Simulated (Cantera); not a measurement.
Charge: 1 mol Al, 2.8 mol N₂O, 49 mol N₂, 28 mol O₂, at 1323 K and 1.80 mbar.

These are equilibrium values from Cantera (NASA tables, ideal gas, pure condensed phases), not measurements of a reactor. Candidate condensed phases: Al, AlN, Al₂O₃; 16 gas species. Equilibrium is a limit: real reactors are often held back by kinetics, nucleation or transport.

Base state: N₂ 0.644, O₂ 0.356, NO 0.000540 (mole fractions); condensed: Al₂O₃(s).

Question: What changes in the equilibrium state with this change: temperature from 1323 K to 2273 K?

Answer: 
| species | before | after |
|---|---|---|
| N₂ | 0.644 | 0.618 |
| O₂ | 0.356 | 0.310 |
| O | 3.74e-6 | 0.0556 |
| NO | 0.000540 | 0.0160 |
| Al₂O₃(s), mol | 0.500 | 0.500 |

Question: What changes in the equilibrium state with this change: Al replaced by Al(CH₃)₃?

Answer: 
| species | before | after |
|---|---|---|
| N₂ | 0.644 | 0.626 |
| O₂ | 0.356 | 0.283 |
| H₂O | 0 | 0.0544 |
| CO₂ | 0 | 0.0363 |
| OH | 0 | 5.26e-5 |
| NO | 0.000540 | 0.000474 |
| Al₂O₃(s), mol | 0.500 | 0.500 |
The feed counts by its element totals alone. Further candidate phases: C, C₆H₆, C₇H₈, C₈H₁₈, H₂O.
